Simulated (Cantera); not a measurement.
What does this Cantera script print?

```python
import numpy as np
import cantera as ct

gas = ct.Solution("gri30.yaml")
gas.TPX = 1023, 1200000, {'H2': 1, 'O2': 0.455, 'N2': 1.71}
reactor = ct.IdealGasConstPressureReactor(gas, energy="on", clone=False)
net = ct.ReactorNet([reactor])
net.rtol, net.atol = 1e-08, 1e-16
show = ['H2', 'O2', 'H2O2', 'O', 'HO2', 'H2O', 'NO']
times = np.geomspace(5e-06, 0.1, 13)

steps = ct.SolutionArray(gas, extra=["t"])
rows = []
print(f"{'t/s':>10s}{'T/K':>9s}{'P/Pa':>11s}" + "".join(f"{s:>11s}" for s in show))
for t in times:
    while net.time < t:
        t_next = net.step()
        steps.append(gas.state, t=t_next)
    rows.append([np.interp(t, steps.t, y) for y in (steps.T, steps.P, *steps(*show).X.T)])
    print(f"{t:10.3e}{rows[-1][0]:9.1f}{rows[-1][1]:11.4g}" + "".join(f"{x:11.3e}" for x in rows[-1][2:]))
rate = np.gradient(steps.T, steps.t)
print("integrator steps:", len(steps.t))
if steps.T.max() > steps.T[0] + 200:
    print(f"time of steepest temperature rise: {steps.t[rate.argmax()]:.4e} s")
gas.TPX = 1023, 1200000, {'H2': 1, 'O2': 0.455, 'N2': 1.71}
gas.equilibrate("HP")
print(f"equilibrium (HP): T = {gas.T:.1f} K  " + "  ".join(f"{s} {gas[s].X[0]:.3e}" for s in show))
```

Output:

```
       t/s      T/K       P/Pa         H2         O2       H2O2          O        HO2        H2O         NO
 5.000e-06   1023.0    1.2e+06  3.160e-01  1.438e-01  7.504e-11  6.412e-12  7.919e-09  6.469e-10  1.334e-22
 1.141e-05   1023.0    1.2e+06  3.160e-01  1.438e-01  3.970e-10  6.755e-12  1.823e-08  1.549e-09  3.393e-22
 2.605e-05   1023.0    1.2e+06  3.160e-01  1.438e-01  2.081e-09  7.571e-12  4.197e-08  3.830e-09  8.858e-22
 5.946e-05   1023.0    1.2e+06  3.160e-01  1.438e-01  1.073e-08  9.602e-12  9.758e-08  1.051e-08  2.605e-21
 1.357e-04   1023.0    1.2e+06  3.160e-01  1.438e-01  5.592e-08  1.525e-11  2.356e-07  3.757e-08  1.030e-20
 3.098e-04   1023.0    1.2e+06  3.160e-01  1.438e-01  3.063e-07  3.530e-11  6.534e-07  2.146e-07  7.570e-20
 7.071e-04   1023.0    1.2e+06  3.160e-01  1.438e-01  2.224e-06  1.539e-10  2.774e-06  2.206e-06  1.770e-18
 1.614e-03   1023.5    1.2e+06  3.159e-01  1.437e-01  3.274e-05  1.416e-09  1.661e-05  5.150e-05  1.271e-16
 3.684e-03   1041.5    1.2e+06  3.138e-01  1.423e-01  4.977e-04  2.513e-08  7.828e-05  2.140e-03  2.259e-14
 8.409e-03   2864.8    1.2e+06  4.666e-02  2.831e-03  7.925e-07  1.076e-03  4.224e-06  3.071e-01  4.151e-03
 1.919e-02   2864.8    1.2e+06  4.666e-02  2.831e-03  7.925e-07  1.076e-03  4.224e-06  3.071e-01  4.151e-03
 4.381e-02   2864.8    1.2e+06  4.666e-02  2.831e-03  7.925e-07  1.076e-03  4.224e-06  3.071e-01  4.151e-03
 1.000e-01   2864.8    1.2e+06  4.666e-02  2.831e-03  7.925e-07  1.076e-03  4.224e-06  3.071e-01  4.151e-03
integrator steps: 1727
time of steepest temperature rise: 4.5735e-03 s
equilibrium (HP): T = 2864.8 K  H2 4.666e-02  O2 2.831e-03  H2O2 7.925e-07  O 1.076e-03  HO2 4.224e-06  H2O 3.071e-01  NO 4.151e-03
```

Model: GRI-Mech 3.0 (53 species, 325 reactions), integrated in Cantera. The hydrogen kinetics of GRI-Mech 3.0 are dated; newer H2 mechanisms differ, most at raised pressure. The pressure lies above the range GRI-Mech 3.0 was tuned for (to about 10 atm).
